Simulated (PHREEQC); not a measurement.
Make-up at 25 °C: 0.0043 mol/kgw NaHS and 0.0007 mol/kgw NaHCO3. Closed to the air; pH follows from the charge balance.

Model: ion-association model, phreeqc.dat, run in PHREEQC.

```json
{
  "pH": "8.91",
  "ionic_strength": "0.00503 mol/kgw",
  "specific_conductance": "533 µS/cm",
  "total_alkalinity": "5.00 meq/kg"
}
```

```csv
species,molality,activity,log γ
Na+,0.00500,0.00464,-0.033
HS-,0.00426,0.00394,-0.033
HCO3-,0.000663,0.000615,-0.032
H2S,4.19e-5,4.20e-5,0.001
CO3-2,3.19e-5,2.37e-5,-0.129
OH-,8.98e-6,8.31e-6,-0.033
```

This is a speciation only: nothing precipitates in the calculation.
